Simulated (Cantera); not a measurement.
Charge: 1 mol Al, 2.2 mol HCl, equilibrated at 823.15 K and 0.0100 bar.

These are equilibrium values from Cantera (NASA tables, ideal gas, pure condensed phases), not measurements of a reactor. Candidate condensed phases: Al, AlCl₃; 12 gas species. The tables' values for AlCl₂ are old estimates; treat these amounts as uncertain. Kinetics and transport are ignored.

Base state: H₂ 0.601, AlCl₃ 0.393, Al₂Cl₆ 0.00312, AlCl 0.00254, AlCl₂ 0.00105 (mole fractions); condensed: Al(s).

What changes in the equilibrium state with this change: pressure from 0.0100 bar to 0.00310 bar?


```json
[
 {"species": "H₂", "before": "0.601", "after": "0.598"},
 {"species": "AlCl₃", "before": "0.393", "after": "0.394"},
 {"species": "AlCl", "before": "0.00254", "after": "0.00556"},
 {"species": "Al₂Cl₆", "before": "0.00312", "after": "0.000974"},
 {"species": "AlCl₂", "before": "0.00105", "after": "0.00156"},
 {"species": "Al(s), mol", "before": "0.263", "after": "0.259"}
]
```
